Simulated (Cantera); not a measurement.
**NO annealing gas**

An isothermal, constant-pressure homogeneous reactor starts with 12.2 % NO, 87.8 % N₂, at 2175 K and 0.0133 bar.

Computed with Cantera and GRI-Mech 3.0 (53 species, 325 reactions). Radical loss at walls, strong at low pressure, is not modelled.

```csv
t (s),x NO,x O₂,x N₂,x N₂O,x O,x NO₂
0.000900,0.122,1.65e-9,0.878,6.39e-7,6.94e-7,3.51e-10
0.00169,0.122,5.95e-9,0.878,1.15e-6,1.35e-6,1.09e-9
0.00317,0.122,2.17e-8,0.878,2.02e-6,2.66e-6,3.10e-9
0.00594,0.122,8.16e-8,0.878,3.36e-6,5.43e-6,8.07e-9
0.0111,0.122,3.15e-7,0.878,5.08e-6,1.14e-5,1.95e-8
0.0209,0.122,1.25e-6,0.878,6.68e-6,2.42e-5,4.47e-8
0.0392,0.122,4.91e-6,0.878,7.51e-6,5.02e-5,9.65e-8
0.0735,0.122,1.89e-5,0.878,7.61e-6,1.00e-4,1.95e-7
0.138,0.122,6.98e-5,0.878,7.46e-6,0.000192,3.75e-7
0.259,0.121,0.000250,0.878,7.17e-6,0.000358,6.92e-7
0.485,0.120,0.000863,0.879,6.65e-6,0.000645,1.22e-6
0.909,0.115,0.00282,0.881,5.71e-6,0.00111,2.06e-6
1.71,0.103,0.00847,0.887,4.12e-6,0.00183,3.14e-6
3.20,0.0754,0.0218,0.900,1.94e-6,0.00286,3.71e-6
6.00,0.0351,0.0413,0.920,3.96e-7,0.00392,2.40e-6
```
x: mole fraction; the columns are a selection and need not sum to one.

Equilibrium at this temperature and pressure: NO 0.00667, O₂ 0.0551, N₂ 0.933, N₂O 4.67e-8, O 0.00471, NO₂ 5.20e-7 (gas phase only).
